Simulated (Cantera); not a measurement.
## Premixed flame

A freely propagating, adiabatic, planar premixed flame of 52.6 % H₂, 10.5 % O₂, 36.8 % N₂, unburnt at 698 K and 0.132 atm; mixture-averaged transport, grid criteria slope 0.08 and curve 0.16, no radiation.

Model: the H2/O2 subset of GRI-Mech 3.0, which has no nitrogen chemistry, integrated in Cantera. Burning velocities carry a grid error of a few per cent, more on coarse grids.

| z (mm) | T (K) | u (m/s) | x H₂ | x O₂ | x OH | x H₂O₂ | x HO₂ | x O |
|---|---|---|---|---|---|---|---|---|
| -20.4 | 698 | 9.22 | 0.526 | 0.105 | <1e-8 | <1e-8 | <1e-8 | <1e-8 |
| -13.6 | 698 | 9.22 | 0.526 | 0.105 | <1e-8 | <1e-8 | <1e-8 | <1e-8 |
| -10.2 | 698 | 9.22 | 0.526 | 0.105 | <1e-8 | <1e-8 | <1e-8 | <1e-8 |
| -6.82 | 698 | 9.23 | 0.526 | 0.105 | <1e-8 | <1e-8 | 8.46e-7 | 1.77e-8 |
| -3.41 | 706 | 9.32 | 0.525 | 0.105 | 1.32e-5 | 1.09e-7 | 2.68e-5 | 1.28e-5 |
| -1.70 | 792 | 10.4 | 0.502 | 0.102 | 0.000154 | 8.82e-8 | 2.10e-5 | 0.000292 |
| 0 | 1105 | 14.2 | 0.360 | 0.0550 | 0.00163 | 1.57e-7 | 9.13e-6 | 0.00369 |
| 1.70 | 1328 | 16.9 | 0.263 | 0.00381 | 0.00202 | 6.89e-8 | 6.32e-7 | 0.00165 |
| 3.41 | 1410 | 17.9 | 0.263 | 0.000532 | 0.00227 | 6.16e-8 | 8.20e-8 | 0.00106 |
| 6.82 | 1508 | 19.0 | 0.272 | 0.000387 | 0.00278 | 6.24e-8 | 5.44e-8 | 0.00105 |
| 13.6 | 1624 | 20.2 | 0.284 | 0.000342 | 0.00330 | 5.24e-8 | 4.43e-8 | 0.000980 |
| 27.3 | 1749 | 21.6 | 0.296 | 0.000270 | 0.00364 | 3.52e-8 | 3.37e-8 | 0.000811 |
| 54.5 | 1873 | 22.9 | 0.309 | 0.000186 | 0.00365 | 2.01e-8 | 2.42e-8 | 0.000586 |
x: mole fraction of selected species; z is measured from the peak of heat release.

| Item | Value |
|---|---|
| laminar burning velocity | 922 cm/s |
| thermal thickness | 6.82 mm |
| peak x(OH) | 0.00370 |
| peak x(H₂O₂) | 1.58e-7 |
| peak x(HO₂) | 2.68e-5 |
| peak x(O) | 0.00397 |
